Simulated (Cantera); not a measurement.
**H₂S + H₂O + H₂ + SO₂ (abatement and gas-phase synthesis)**

Charge: 1 mol H₂S, a varied amount of H₂O, 8.3 mol H₂, 0.0061 mol SO₂, held at 3075 K and 180 Torr.

These are equilibrium values from Cantera (NASA tables, ideal gas, pure condensed phases), not measurements of a reactor. Candidate condensed phases: H₂O, H₂SO₄, S; 19 gas species. Equilibrium is a limit: real reactors are often held back by kinetics, nucleation or transport.

| n(H₂O) (mol) | log p H₂ | log p H | log p H₂O | log p OH | log p S | log p SO | log p SH | log p O |
|---|---|---|---|---|---|---|---|---|
| 0.4 | -0.85 | -1.13 | -2.28 | -3.01 | -1.97 | -2.87 | -2.36 | -3.51 |
| 0.63 | -0.86 | -1.13 | -2.10 | -2.83 | -1.99 | -2.71 | -2.39 | -3.32 |
| 1 | -0.87 | -1.14 | -1.92 | -2.64 | -2.03 | -2.55 | -2.43 | -3.13 |
| 1.6 | -0.89 | -1.15 | -1.74 | -2.45 | -2.09 | -2.41 | -2.50 | -2.93 |
| 2.5 | -0.91 | -1.16 | -1.58 | -2.28 | -2.17 | -2.32 | -2.60 | -2.75 |
| 4 | -0.95 | -1.18 | -1.43 | -2.11 | -2.30 | -2.26 | -2.75 | -2.56 |
| 6.4 | -1.00 | -1.21 | -1.30 | -1.96 | -2.49 | -2.26 | -2.96 | -2.38 |
log p: log10 of the partial pressure in bar; nothing condenses.

From 0.4 mol H₂O to 6.4 mol H₂O nothing is condensed.
